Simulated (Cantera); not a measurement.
A Cantera script and what it prints.

```python
import numpy as np
import cantera as ct

gas_names = [...]  # 110 gases of nasa_gas.yaml made of C, H, O
cond_names = """
    C(gr) C6H6(L) C7H8(L) C8H18(L),n-octa H2O(s) H2O(L)
""".split()


# ... load() reads the species with a 1 bar reference pressure and builds the phases ...
atoms = {
    'C3H8': {'C': 3, 'H': 8},
    'H2': {'H': 2},
    'O2': {'O': 2},
}
top_T = {'C(gr)': 4500}  # K; cautious upper limits of use, not melting points


# ... equilibrate(T, P, feed) seeds the gas with the atoms and calls Mixture.equilibrate('TP', solver="vcs", rtol=1e-11, max_steps=5000) ...
results = []
feed = {'C3H8': 1, 'H2': 31, 'O2': 0.032}  # mol
for P in [10, 100, 1000, 10000, 100000, 1000000, 10000000]:
    for T in [2623, 2648, 2673, 2698, 2723, 2748, 2773, 2798, 2823, 2848, 2873, 2898]:
        mix = equilibrate(T, P, feed)
        results.append((T, P, feed, dict(zip(mix.species_names, mix.species_moles))))

for T, P, feed, n in results:
    print(f"{T:7g} {P:10.4g}  " + (" + ".join(c for c in cond_names if n.get(c, 0) > 1e-12) or "gas only"))
```

Output:

```
   2623         10  gas only
   2648         10  gas only
   2673         10  gas only
   2698         10  gas only
   2723         10  gas only
   2748         10  gas only
   2773         10  gas only
   2798         10  gas only
   2823         10  gas only
   2848         10  gas only
   2873         10  gas only
   2898         10  gas only
   2623        100  C(gr)
   2648        100  C(gr)
   2673        100  C(gr)
   2698        100  C(gr)
   2723        100  gas only
   2748        100  gas only
   2773        100  gas only
   2798        100  gas only
   2823        100  gas only
   2848        100  gas only
   2873        100  gas only
   2898        100  gas only
   2623       1000  C(gr)
   2648       1000  C(gr)
   2673       1000  C(gr)
   2698       1000  C(gr)
   2723       1000  C(gr)
   2748       1000  C(gr)
   2773       1000  C(gr)
   2798       1000  C(gr)
   2823       1000  C(gr)
   2848       1000  C(gr)
   2873       1000  gas only
   2898       1000  gas only
   2623      1e+04  C(gr)
   2648      1e+04  C(gr)
   2673      1e+04  C(gr)
   2698      1e+04  C(gr)
   2723      1e+04  C(gr)
   2748      1e+04  C(gr)
   2773      1e+04  C(gr)
   2798      1e+04  C(gr)
   2823      1e+04  C(gr)
   2848      1e+04  C(gr)
   2873      1e+04  C(gr)
   2898      1e+04  gas only
   2623      1e+05  C(gr)
   2648      1e+05  C(gr)
   2673      1e+05  C(gr)
   2698      1e+05  C(gr)
   2723      1e+05  C(gr)
   2748      1e+05  C(gr)
   2773      1e+05  C(gr)
   2798      1e+05  C(gr)
   2823      1e+05  C(gr)
   2848      1e+05  C(gr)
   2873      1e+05  C(gr)
   2898      1e+05  gas only
   2623      1e+06  C(gr)
   2648      1e+06  C(gr)
   2673      1e+06  C(gr)
   2698      1e+06  C(gr)
   2723      1e+06  C(gr)
   2748      1e+06  C(gr)
   2773      1e+06  C(gr)
   2798      1e+06  C(gr)
   2823      1e+06  C(gr)
   2848      1e+06  C(gr)
   2873      1e+06  gas only
   2898      1e+06  gas only
   2623      1e+07  C(gr)
   2648      1e+07  C(gr)
   2673      1e+07  C(gr)
   2698      1e+07  C(gr)
   2723      1e+07  C(gr)
   2748      1e+07  C(gr)
   2773      1e+07  C(gr)
   2798      1e+07  C(gr)
   2823      1e+07  C(gr)
   2848      1e+07  gas only
   2873      1e+07  gas only
   2898      1e+07  gas only
```

Equilibrium computed with Cantera from the NASA thermochemical tables; the gas is ideal and each condensed phase is pure. The ideal-gas law is rough above about 30 bar.
